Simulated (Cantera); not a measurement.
A perfectly stirred reactor is fed with 0.179 % CO, 1.03 % O2, 4.70 % H2O, 94.1 % N2, equivalence ratio 0.086, at 9.00 bar; it is held at 1350 K, and followed from long to short residence time.

Model: GRI-Mech 3.0 (53 species, 325 reactions), integrated in Cantera.

Predict: x(CO) at τ = 4.20 s; x(O2) at τ = 4.20 s; x(H2O) at τ = 4.20 s; x(HO2) at τ = 4.20 s; x(OH) at τ = 4.20 s; x(CO) at τ = 61.0 ms; x(O2) at τ = 61.0 ms; x(H2O) at τ = 61.0 ms; x(HO2) at τ = 61.0 ms; x(OH) at τ = 61.0 ms.


```
Quantity                Result
---------------------  -------
x(CO) at τ = 4.20 s    3.37e-6
x(O2) at τ = 4.20 s    0.00946
x(H2O) at τ = 4.20 s    0.0471
x(HO2) at τ = 4.20 s   2.60e-8
x(OH) at τ = 4.20 s    4.88e-6
x(CO) at τ = 61.0 ms   9.58e-5
x(O2) at τ = 61.0 ms   0.00951
x(H2O) at τ = 61.0 ms   0.0471
x(HO2) at τ = 61.0 ms  5.78e-7
x(OH) at τ = 61.0 ms   1.11e-5
```
